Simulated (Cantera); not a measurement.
Cantera run:

```python
import numpy as np
import cantera as ct

gas_names = [...]  # 114 gases of nasa_gas.yaml made of C, Fe, H, O
cond_names = """
    C(gr) C6H6(L) C7H8(L) C8H18(L),n-octa Fe(a) Fe(c) Fe(d) Fe(L) FeC5O5(L) FeO(s) FeO(L) Fe(OH)2(s)
    Fe(OH)3(s) Fe2O3(s) Fe3O4(s) H2O(s) H2O(L)
""".split()


# ... load() reads the species with a 1 bar reference pressure and builds the phases ...
atoms = {
    'Fe(CO)5': {'Fe': 1, 'C': 5, 'O': 5},
    'H2': {'H': 2},
}
top_T = {'C(gr)': 4500, 'Fe2O3(s)': 1830, 'Fe3O4(s)': 1870}  # K; cautious upper limits of use, not melting points


# ... equilibrate(T, P, feed) seeds the gas with the atoms and calls Mixture.equilibrate('TP', solver="vcs", rtol=1e-11, max_steps=5000) ...
results = []
feed = {'Fe(CO)5': 1, 'H2': 6.5}  # mol
for P in [10, 68, 460, 3200, 22000, 150000, 1000000]:
    for T in [1223, 1248, 1273, 1298, 1323, 1348, 1373, 1398, 1423, 1448]:
        mix = equilibrate(T, P, feed)
        results.append((T, P, feed, dict(zip(mix.species_names, mix.species_moles))))

for T, P, feed, n in results:
    print(f"{T:7g} {P:10.4g}  " + (" + ".join(c for c in cond_names if n.get(c, 0) > 1e-12) or "gas only"))
```

It prints:

```
   1223         10  C(gr) + Fe(c)
   1248         10  Fe(c)
   1273         10  Fe(c)
   1298         10  Fe(c)
   1323         10  Fe(c)
   1348         10  Fe(c)
   1373         10  Fe(c)
   1398         10  Fe(c)
   1423         10  Fe(c)
   1448         10  Fe(c)
   1223         68  C(gr) + Fe(c)
   1248         68  C(gr) + Fe(c)
   1273         68  C(gr) + Fe(c)
   1298         68  Fe(c)
   1323         68  Fe(c)
   1348         68  Fe(c)
   1373         68  Fe(c)
   1398         68  Fe(c)
   1423         68  Fe(c)
   1448         68  Fe(c)
   1223        460  C(gr) + Fe(c)
   1248        460  C(gr) + Fe(c)
   1273        460  C(gr) + Fe(c)
   1298        460  C(gr) + Fe(c)
   1323        460  C(gr) + Fe(c)
   1348        460  Fe(c)
   1373        460  Fe(c)
   1398        460  Fe(c)
   1423        460  Fe(c)
   1448        460  Fe(c)
   1223       3200  C(gr) + Fe(c)
   1248       3200  C(gr) + Fe(c)
   1273       3200  C(gr) + Fe(c)
   1298       3200  C(gr) + Fe(c)
   1323       3200  C(gr) + Fe(c)
   1348       3200  C(gr) + Fe(c)
   1373       3200  Fe(c)
   1398       3200  Fe(c)
   1423       3200  Fe(c)
   1448       3200  Fe(c)
   1223    2.2e+04  C(gr) + Fe(c)
   1248    2.2e+04  C(gr) + Fe(c)
   1273    2.2e+04  C(gr) + Fe(c)
   1298    2.2e+04  C(gr) + Fe(c)
   1323    2.2e+04  C(gr) + Fe(c)
   1348    2.2e+04  C(gr) + Fe(c)
   1373    2.2e+04  Fe(c)
   1398    2.2e+04  Fe(c)
   1423    2.2e+04  Fe(c)
   1448    2.2e+04  Fe(c)
   1223    1.5e+05  C(gr) + Fe(c)
   1248    1.5e+05  C(gr) + Fe(c)
   1273    1.5e+05  C(gr) + Fe(c)
   1298    1.5e+05  C(gr) + Fe(c)
   1323    1.5e+05  C(gr) + Fe(c)
   1348    1.5e+05  C(gr) + Fe(c)
   1373    1.5e+05  Fe(c)
   1398    1.5e+05  Fe(c)
   1423    1.5e+05  Fe(c)
   1448    1.5e+05  Fe(c)
   1223      1e+06  C(gr) + Fe(c)
   1248      1e+06  C(gr) + Fe(c)
   1273      1e+06  C(gr) + Fe(c)
   1298      1e+06  C(gr) + Fe(c)
   1323      1e+06  C(gr) + Fe(c)
   1348      1e+06  C(gr) + Fe(c)
   1373      1e+06  C(gr) + Fe(c)
   1398      1e+06  Fe(c)
   1423      1e+06  Fe(c)
   1448      1e+06  Fe(c)
```

Equilibrium computed with Cantera from the NASA thermochemical tables; the gas is ideal and each condensed phase is pure. Condensed phases not in the tables: cementite and carbon dissolved in iron.
